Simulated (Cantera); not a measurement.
A freely propagating, adiabatic, planar premixed flame of H₂ : O₂ : N₂ = 1 : 0.167 : 0.667 (molar parts), equivalence ratio 3.0, unburnt at 325 K and 0.217 atm; multicomponent transport, grid criteria slope 0.08 and curve 0.16, no radiation.

Detailed kinetics in Cantera: the H2/O2 subset of GRI-Mech 3.0, which has no nitrogen chemistry. Burning velocities carry a grid error of a few per cent, more on coarse grids.

Problem. Predict: laminar burning velocity; thermal thickness; peak x(O); peak x(HO₂); peak x(H).

Solution. 
| Item | Value |
|---|---|
| laminar burning velocity | 220 cm/s |
| thermal thickness | 2.87 mm |
| peak x(O) | 0.00121 |
| peak x(HO₂) | 0.000140 |
| peak x(H) | 0.0688 |
